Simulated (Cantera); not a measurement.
What does this Cantera script print?

```python
import numpy as np
import cantera as ct

gas_names = """
    H HO2 H2 H2O H2O2 O OH O2 O3 Zr ZrO ZrO2
""".split()
cond_names = """
    H2O(s) H2O(L) Zr(a) Zr(b) Zr(L) ZrO2(a) ZrO2(b) ZrO2(L)
""".split()


# ... load() reads the species with a 1 bar reference pressure and builds the phases ...
atoms = {
    'ZrO2': {'Zr': 1, 'O': 2},
    'H2': {'H': 2},
    'H2O': {'H': 2, 'O': 1},
}
top_T = {}  # K; cautious upper limits of use, not melting points


# ... equilibrate(T, P, feed) seeds the gas with the atoms and calls Mixture.equilibrate('TP', solver="vcs", rtol=1e-11, max_steps=5000) ...
results = []
feed = {'ZrO2': 1, 'H2': 1.3, 'H2O': 3.9}  # mol
T = 2150  # K
P = 110  # Pa
mix = equilibrate(T, P, feed)
results.append((T, P, feed, dict(zip(mix.species_names, mix.species_moles))))
x = sorted(zip(gas.X, gas.species_names), reverse=True)
print(f"T = {T:g} K  P = {P:g} Pa  gas = {mix.phase_moles(0):.4g} mol")
print("   x: " + "  ".join(f"{s} {v:.3e}" for v, s in x if v > 1e-06))
print("   condensed (mol): " + ("  ".join(f"{mix.phase(i).name} {mix.phase_moles(i):.4g}"
      for i in range(1, mix.n_phases) if mix.phase_moles(i) > 1e-12) or "none"))
```

Result:

```
T = 2150 K  P = 110 Pa  gas = 5.483 mol
   x: H2O 6.736e-01  H2 2.326e-01  H 6.133e-02  OH 2.294e-02  O2 5.233e-03  O 4.262e-03
   condensed (mol): ZrO2(b) 1
```

Cantera equilibrium calculation (NASA polynomials, part measured and part estimated; ideal gas, pure solids and liquids).
